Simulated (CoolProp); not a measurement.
Computed with CoolProp (reference Helmholtz-energy equation of state, Lemmon 2006). It is a short technical equation, of lower accuracy than the large ones.

For carbonyl sulfide, give the phase and the cp (kJ/(kg K)), expansivity (1/kK) at 5.65 °C and 81.8 bar.


- 5.65 °C and 81.8 bar: liquid; cp 1.25, expansivity 2.24
